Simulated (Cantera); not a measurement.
A closed system holds: 1 mol SiC, 0.0073 mol H2O, 18 mol H2, at 210 Pa.

These are equilibrium values from Cantera (NASA tables, ideal gas, pure condensed phases), not measurements of a reactor. Candidate condensed phases: C, C6H6, C7H8, C8H18, H2O, Si, SiC, SiO2; 123 gas species. Equilibrium is a limit: real reactors are often held back by kinetics, nucleation or transport.

log p: log10 of the partial pressure in bar; n: condensed amount in mol.

```
T (K)  log p H2     log p H    log p Si    log p CO  log p C2H2 (acetylene)   log p SiO  n SiC(s)
-----  --------  ----------  ----------  ----------  ----------------------  ----------  --------
1373      -2.68       -6.82      -10.30       -6.37                  -11.40       -6.37     0.996
1448      -2.68       -6.37       -9.36       -6.37                  -10.81       -6.37     0.996
1523      -2.68  (withheld)  (withheld)       -6.37              (withheld)       -6.37     0.996
1598      -2.68       -5.61       -7.75       -6.36                   -9.77       -6.38     0.996
1673      -2.68       -5.28       -7.09       -6.33                   -9.26       -6.42     0.996
1748      -2.68  (withheld)  (withheld)  (withheld)              (withheld)  (withheld)     0.995
1823      -2.68       -4.70       -6.22       -6.14                   -7.78       -6.94     0.993
1898      -2.69       -4.45       -5.99       -6.09                   -6.82       -7.52     0.990
1973      -2.69       -4.22       -5.67       -6.08                   -6.15       -7.87     0.979
```

Q: Fill in the missing entries.

A: 
- 1748, log p H: -4.98
- 1748, log p Si: -6.56
- 1748, log p CO: -6.24
- 1748, log p C2H2 (acetylene): -8.63
- 1748, log p SiO: -6.56
- 1523, log p H: -5.98
- 1523, log p Si: -8.51
- 1523, log p C2H2 (acetylene): -10.27
